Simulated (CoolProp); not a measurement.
Aqueous potassium carbonate as a coolant, at 11 °C, 1 atm.

Model: Melinder's fits for secondary coolants, in CoolProp.

| mass % | freezing point (°C) | conductivity (W/(m K)) | cp (kJ/(kg K)) | viscosity (mPa s) | density (kg/m³) |
|---|---|---|---|---|---|
| 1.2 | -0.4 | 0.581 | 4.109 | 1.30 | 1011 |
| 4.6 | -1.5 | 0.579 | ___ | 1.39 | ___ |
| 8.1 | -2.8 | 0.576 | 3.756 | 1.50 | 1076 |
| 11.5 | -4.3 | 0.572 | 3.620 | 1.63 | 1108 |
| 15 | -5.9 | 0.568 | 3.486 | 1.79 | 1143 |
| 18.4 | -7.8 | ___ | 3.356 | 1.99 | 1178 |
| 21.9 | -10.2 | 0.562 | 3.223 | 2.24 | 1214 |
| 25.3 | -13.1 | 0.559 | 3.099 | 2.55 | ___ |
| 28.8 | ___ | 0.556 | 2.981 | 2.97 | 1290 |

**Question.** Complete the blanks.

**Answer.** 
- 4.6, cp (kJ/(kg K)): 3.915
- 4.6, density (kg/m³): 1043
- 18.4, conductivity (W/(m K)): 0.565
- 25.3, density (kg/m³): 1251
- 28.8, freezing point (°C): -17.0
